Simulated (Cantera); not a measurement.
A closed system holds: 1 mol SiCl₄, 1.6 mol HCl, 230 mol H₂, equilibrated at 1.20 mbar.

Method: chemical equilibrium by Gibbs-energy minimisation in Cantera with the NASA 1993 tables (ideal gas, pure condensed phases). Candidate condensed phases: Si; 19 gas species. The numbers say what is thermodynamically allowed, not how fast it happens.

**Question.** Which condensed phases are stable at each of these points (T (K)): 825, 875, 925, 975, 1025, 1075, 1125, 1175, 1225, 1275, 1325, 1375?

**Answer.** 
| T (K) | condensed phases | Si condensed (%) |
|---|---|---|
| 825 | gas only | 0.0 |
| 875 | Si(s) | 0.6 |
| 925 | Si(s) | 25.5 |
| 975 | Si(s) | 50.0 |
| 1025 | Si(s) | 66.4 |
| 1075 | Si(s) | 72.8 |
| 1125 | Si(s) | 73.9 |
| 1175 | Si(s) | 73.3 |
| 1225 | Si(s) | 72.3 |
| 1275 | Si(s) | 71.0 |
| 1325 | Si(s) | 69.8 |
| 1375 | Si(s) | 68.6 |

At 825 K nothing is condensed. From 875 K to 1375 K the condensed part is Si(s).
